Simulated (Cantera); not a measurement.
Feed: 1 mol Al(CH3)3, 3.2 mol O2, 2 mol H2, held at 7.50 Torr.

These are equilibrium values from Cantera (NASA tables, ideal gas, pure condensed phases), not measurements of a reactor. Candidate condensed phases: Al, Al2O3, C, C6H6, C7H8, C8H18, H2O; 121 gas species. The feed counts by its element totals alone. Kinetics and transport are ignored. All values below are at 1575 °C.

Base state: H2 0.506, CO 0.290, H2O 0.175, CO2 0.0250, H 0.00377, OH 9.57e-5 (mole fractions); condensed: Al2O3(s).

Question: What changes in the equilibrium state with this change: O2 from 3.2 to 4.7 mol?

Answer: 
```tsv
species	before	after
H2O	0.175	0.423
H2	0.506	0.258
CO	0.290	0.224
CO2	0.0250	0.0915
OH	9.57e-5	0.000325
H	0.00377	0.00270
Al2O3(s), mol	0.500	0.500
```
